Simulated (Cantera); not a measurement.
**Equilibrium for iron carbonyl, mercury and lead vapours: Pb + CO + H₂**

Charge: 1 mol Pb, 0.84 mol CO, 52 mol H₂, at 1.40 bar.

These are equilibrium values from Cantera (NASA tables, ideal gas, pure condensed phases), not measurements of a reactor. Candidate condensed phases: C, C₆H₆, C₇H₈, C₈H₁₈, H₂O, Pb, PbO, PbO₂, Pb₃O₄; 113 gas species. Kinetics and transport are ignored.

```csv
T (°C),x H₂,x CH₄,x H₂O,x CO,x Pb,x CO₂,n Pb(l)
525,0.967,0.0164,0.0164,4.44e-6,4.09e-8,3.23e-7,1.000
575,0.967,0.0164,0.0164,3.20e-5,2.14e-7,1.68e-6,1.000
625,0.967,0.0162,0.0162,0.000183,9.25e-7,7.14e-6,1.000
675,0.968,0.0156,0.0155,0.000817,3.42e-6,2.37e-5,1.000
725,0.970,0.0137,0.0136,0.00261,1.11e-5,5.30e-5,0.999
775,0.973,0.0106,0.0105,0.00561,3.19e-5,7.17e-5,0.998
825,0.977,0.00734,0.00728,0.00872,8.34e-5,6.46e-5,0.996
875,0.979,0.00486,0.00482,0.0111,0.000200,4.64e-5,0.990
925,0.980,0.00318,0.00315,0.0128,0.000446,3.01e-5,0.977
975,0.981,0.00210,0.00209,0.0138,0.000929,1.89e-5,0.951
1025,0.981,0.00141,0.00140,0.0145,0.00183,1.18e-5,0.904
1075,0.980,0.000970,0.000963,0.0149,0.00341,7.48e-6,0.819
```
x: gas mole fraction; n: condensed amount in mol.

From 525 °C to 1075 °C the condensed part is Pb(l). The main Pb-bearing gas is Pb throughout.
